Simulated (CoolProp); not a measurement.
Chlorine at 298.15 K and 0.505 MPa is throttled through a valve to 0.161 MPa with no heat exchange. Each further row changes one setting.

Computed with CoolProp (reference Helmholtz-energy equation of state, Thol 2021).

```tsv
case	temperature change (K)	final density (kg/m³)
as stated	-10.8	4.89
outlet pressure 0.0483 MPa	-14.5	1.46
outlet pressure 0.209 MPa	-9.2	6.36
```
